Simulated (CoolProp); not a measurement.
200 sccm (0 °C, 1 atm) of nitrogen bubbles through liquid benzene at 324.8 K and leaves saturated at a total pressure of 0.15 MPa (ideal gas phase). Each further row changes one setting.

Model: reference Helmholtz-energy equation of state, Thol 2012, in CoolProp.

```csv
case,vapour pressure (kPa),mole fraction of vapour,delivery (mg/min),delivery (sccm),change of delivery for a bath 1 K warmer (%)
as stated,38.5,?,241,?,?
bath temperature 329.8 K,46.3,?,312,89.4,5.4
total pressure 0.3 MPa,38.5,?,?,29.5,?
```

### Question
Fill in the missing entries.

### Answer

- as stated, mole fraction of vapour: 0.257
- as stated, delivery (sccm): 69.1
- as stated, change of delivery for a bath 1 K warmer (%): 5.2
- bath temperature 329.8 K, mole fraction of vapour: 0.309
- total pressure 0.3 MPa, mole fraction of vapour: 0.128
- total pressure 0.3 MPa, delivery (mg/min): 103
- total pressure 0.3 MPa, change of delivery for a bath 1 K warmer (%): 4.4
